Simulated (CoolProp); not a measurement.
A single-stage vapour-compression cycle with R13: evaporating at 234.15 K (dew point), condensing at 289.15 K (bubble point), superheat 5 K, subcooling 2 K, compressor efficiency 0.9, no pressure losses. Each further row changes one setting.

Model: reference Helmholtz-energy equation of state, Platzer 1990, in CoolProp. This equation is an older, rougher fit; its heat capacities, sound speeds and derivatives of the liquid may be far off and weren't checked against measurements.

```
case                              cooling COP  pressure ratio  discharge temperature (K)  refrigerating effect (kJ/kg)  volumetric capacity (kJ/m³)
--------------------------------  -----------  --------------  -------------------------  ----------------------------  ---------------------------
as stated                                2.28            4.65                      313.0                          67.1                         2540
evaporating temperature 239.15 K         2.64            3.93                      311.1                          68.7                         3070
condensing temperature 284.15 K          2.73            4.14                      306.6                          74.1                         2800
subcooling 7 K                           2.54            4.65                      313.0                          74.7                         2820
superheat 15 K                           2.34            4.65                      322.5                          73.8                         2620
compressor efficiency 0.8                2.03            4.65                      316.9                          67.1                         2540
```
